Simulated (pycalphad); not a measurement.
CALPHAD calculation (pycalphad, COST 507 light-alloy database (1999)), 1 atm. The data set is of 1999 and partly superseded. Phase fractions are per mole of atoms.

Task: Give the equilibrium state of Si-2.75C (at.%) at 902 °C.

Result: DIAMOND_A4, fraction 0.945, with <0.01 C at.%; CSI, fraction 0.055, with 50.0 C at.%.

Task: Give the equilibrium state of Si-2.75C (at.%) at 2327 °C.

Result: LIQUID, fraction 0.984, with 2.0 C at.%; CSI, fraction 0.016, with 50.0 C at.%.

Database names, with the compositions (at.%) that they take in these runs: CSI: Si 50 C 50. DIAMOND_A4 is diamond (Si).
